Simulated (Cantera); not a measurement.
An isothermal plug-flow reactor at 650 K and 233 Torr (inlet), inlet velocity 3.5 m/s, active area per volume 1800 1/m; feed 2.26 % H₂, 16.5 % O₂, 81.3 % N₂, equivalence ratio 0.069.

Cantera simulation using Deutschmann's 1995 Pt surface mechanism with GRI-Mech 3.0 gas chemistry; the numbers are that mechanism's predictions, not measurements. Catalytic surfaces can have several steady states; this one follows from the mechanism file's or the stated starting coverage. Mass transfer to the wall is taken as infinitely fast.

**Question.** Predict: x(H₂) at z = 0.0069 m; x(O₂) at z = 0.0069 m; x(H₂O) at z = 0.0069 m; θ(free Pt) at the exit; θ(O*) at the exit; θ(OH*) at the exit.

**Answer.** 
```json
{
  "x(H₂) at z = 0.0069 m": "0.000754",
  "x(O₂) at z = 0.0069 m": "0.155",
  "x(H₂O) at z = 0.0069 m": "0.0221",
  "θ(free Pt) at the exit": "0.00979",
  "θ(O*) at the exit": "0.988",
  "θ(OH*) at the exit": "0.00231"
}
```
